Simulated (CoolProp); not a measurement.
A closed Brayton cycle with carbon dioxide: compressor inlet 312.15 K and 9.7 MPa, high pressure 27.7 MPa, turbine inlet 995 K, compressor efficiency 0.8, turbine efficiency 0.85, recuperator effectiveness 0 (on enthalpy, no pinch check). Each further row changes one setting.

The numbers come from the reference Helmholtz-energy equation of state, Span 1996 in CoolProp.

```
case                           thermal efficiency (%)  net work (kJ/kg)  compressor to turbine work  compressor exit (K)  turbine exit (K)
-----------------------------  ----------------------  ----------------  --------------------------  -------------------  ----------------
as stated                                        14.1               128                        0.20                348.4             861.0
turbine inlet 945 K                              14.1               ___                        0.21                348.4             815.4
compressor inlet 322.15 K                        13.9               ___                         ___                  ___             861.0
high pressure 23.5 MPa                           12.2               ___                        0.18                341.8             881.3
recuperator effectiveness 0.5                     ___               128                        0.20                348.4             861.0
```

Fill in the missing entries.


- turbine inlet 945 K, net work (kJ/kg): 119
- compressor inlet 322.15 K, net work (kJ/kg): 113
- compressor inlet 322.15 K, compressor to turbine work: 0.29
- compressor inlet 322.15 K, compressor exit (K): 391.7
- high pressure 23.5 MPa, net work (kJ/kg): 111
- recuperator effectiveness 0.5, thermal efficiency (%): 21.5
